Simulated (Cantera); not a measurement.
What does this Cantera script print?

```python
import numpy as np
import cantera as ct

gas_names = """
    O2 CL2
""".split()
cond_names = """
    Ca(L) CaCL2(L) CaO(s)
""".split()


def load(file, names, dense=False):
    # The tables refer to 1 bar. Condensed volumes are neglected.
    table = {s.name: s for s in ct.Species.list_from_file(file)}
    out = []
    for n in names:
        d = dict(table[n].input_data)
        d["thermo"] = dict(d["thermo"], **{"reference-pressure": 1e5})
        if dense:
            d["equation-of-state"] = {"model": "constant-volume", "density": "1e6 g/cm^3"}
        out.append(ct.Species.from_dict(d))
    return out


species = {s.name: s for s in load("nasa_gas.yaml", gas_names) + load("nasa_condensed.yaml", cond_names)}
T = 1900
g = {n: (s.thermo.h(T) - T * s.thermo.s(T)) / (ct.gas_constant * T * np.log(10)) for n, s in species.items()}
valid = cond_names  # the entries whose range holds T


def stable(la, lb):
    # potentials (over RT ln 10) of the two non-metals from log10 p(O2) and log10 p(CL2) in bar
    mu = {}
    mu["O"] = (g["O2"] + la) / 2
    mu["Cl"] = (g["CL2"] + lb) / 2
    cost = {}
    for n in valid:
        c = species[n].composition
        cost[n] = (g[n] - sum(c.get(e, 0) * m for e, m in mu.items())) / c["Ca"]
    return min(cost, key=cost.get)


results = []
for lb in [0, -0.9, -1.8, -2.7, -3.6, -4.5, -5.4, -6.3, -7.2, -8.1, -9]:
    row = [stable(la, lb) for la in [-19, -17.9, -16.9, -15.8, -14.8, -13.7, -12.7, -11.6, -10.6, -9.5, -8.5, -7.4, -6.4, -5.3, -4.3, -3.2, -2.2, -1.1, -0.1, 1]]
    results.append(row)
    print(f"{lb:6.1f}  " + " ".join(f"{valid.index(n):x}" for n in row))
print("key: " + ", ".join(f"{i:x} {n}" for i, n in enumerate(valid)))
```

It prints:

```
   0.0  1 1 1 1 1 1 1 1 1 1 1 1 1 1 1 1 1 1 1 1
  -0.9  1 1 1 1 1 1 1 1 1 1 1 1 1 1 1 1 1 1 1 1
  -1.8  1 1 1 1 1 1 1 1 1 1 1 1 1 1 1 1 1 1 1 1
  -2.7  1 1 1 1 1 1 1 1 1 1 1 1 1 1 1 1 1 1 1 2
  -3.6  1 1 1 1 1 1 1 1 1 1 1 1 1 1 1 1 1 2 2 2
  -4.5  1 1 1 1 1 1 1 1 1 1 1 1 1 1 1 2 2 2 2 2
  -5.4  1 1 1 1 1 1 1 1 1 1 1 1 1 1 2 2 2 2 2 2
  -6.3  1 1 1 1 1 1 1 1 1 1 1 1 2 2 2 2 2 2 2 2
  -7.2  1 1 1 1 1 1 1 1 1 1 2 2 2 2 2 2 2 2 2 2
  -8.1  1 1 1 1 1 1 1 1 1 2 2 2 2 2 2 2 2 2 2 2
  -9.0  1 1 1 1 1 1 1 2 2 2 2 2 2 2 2 2 2 2 2 2
key: 0 Ca(L), 1 CaCL2(L), 2 CaO(s)
```

Cantera with NASA thermochemical tables; ideal gases at 1 bar, condensed phases pure. Not in the tables: oxide halides.
